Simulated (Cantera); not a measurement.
**Premixed flame**

A freely propagating, adiabatic, planar premixed flame of CH₄ : H₂ : O₂ : N₂ = 1 : 1.3 : 2.41 : 10.6 (molar parts), equivalence ratio 1.1, unburnt at 450 K and 730000 Pa; mixture-averaged transport, grid criteria slope 0.08 and curve 0.16, no radiation.

Cantera simulation using GRI-Mech 3.0 (53 species, 325 reactions); the numbers are that mechanism's predictions, not measurements. Burning velocities carry a grid error of a few per cent, more on coarse grids.

```
z (mm)   T (K)  u (m/s)     x CH₄    x H₂      x O₂    x NO₂    x C₂H₂    x C₂H
-------  -----  -------  --------  ------  --------  -------  --------  -------
-0.255     451    0.432    0.0655  0.0827     0.158    <1e-8     <1e-8    <1e-8
-0.170     455    0.435    0.0656  0.0782     0.158    <1e-8   3.59e-8    <1e-8
-0.128     473    0.450    0.0654  0.0722     0.159  6.80e-8   2.77e-7    <1e-8
-0.0851    571    0.539    0.0621  0.0606     0.154  5.50e-7   2.76e-6    <1e-8
-0.0425   1018    0.957    0.0432  0.0432     0.120  1.51e-6   2.59e-5    <1e-8
-0.0213   1436     1.35    0.0238  0.0343    0.0812  4.02e-7   6.43e-5    <1e-8
0         1828     1.73   0.00579  0.0257    0.0385  4.18e-8  0.000128  1.02e-7
0.0213    2009     1.90  0.000424  0.0187    0.0147  1.74e-8   3.46e-5  1.18e-7
0.0425    2076     1.96   1.80e-5  0.0160   0.00721  1.72e-8   2.05e-6    <1e-8
0.0851    2140     2.01   7.28e-8  0.0148   0.00345  1.56e-8   1.18e-8    <1e-8
0.170     2190     2.05     <1e-8  0.0138   0.00156  1.19e-8     <1e-8    <1e-8
0.340     2219     2.07     <1e-8  0.0131  0.000595    <1e-8     <1e-8    <1e-8
0.681     2233     2.09     <1e-8  0.0127  0.000207    <1e-8     <1e-8    <1e-8
```
x: mole fraction of selected species; z is measured from the peak of heat release.

- laminar burning velocity = 43.3 cm/s
- thermal thickness = 0.0851 mm
- peak x(C₂H₂) = 0.000128
- peak x(C₂H) = 1.86e-7
- grid points = 151
